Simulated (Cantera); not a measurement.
Input: 1 mol Fe(CO)5, 1.4 mol O2, 6.5 mol N2, 7.2 mol CO, held at 7.50 Torr.

These are equilibrium values from Cantera (NASA tables, ideal gas, pure condensed phases), not measurements of a reactor. Candidate condensed phases: C, Fe, Fe(CO)5, FeO, Fe2O3, Fe3O4; 27 gas species. Mutual solubility and eutectic melting of coexisting phases are not modelled. The tables' stoichiometric FeO is somewhat more stable than real wüstite, so its field is too wide. FeO: taken at fixed stoichiometry. Kinetics and transport are ignored.

x: gas mole fraction; n: condensed amount in mol.

```tsv
T (K)	x CO	x N2	x CO2	x Fe	n Fe(α)	n FeO(s)	n Fe(γ)
973	0.514	0.348	0.138	<1e-12	0.784	[?]	0
1023	0.523	0.348	0.129	4.48e-12	0.612	[?]	0
1073	0.530	0.348	0.122	4.15e-11	0.483	[?]	0
1123	0.536	0.348	0.117	3.12e-10	0.381	[?]	0
1173	0.541	0.348	0.112	1.96e-9	0.291	[?]	0
1223	0.545	0.348	0.108	1.06e-8	0	[?]	0.215
1273	0.548	0.348	0.104	4.98e-8	0	0.853	0.147
```

Q: Fill in the missing entries.

A: 
- 973, n FeO(s): 0.216
- 1023, n FeO(s): 0.388
- 1073, n FeO(s): 0.517
- 1123, n FeO(s): 0.619
- 1173, n FeO(s): 0.709
- 1223, n FeO(s): 0.785
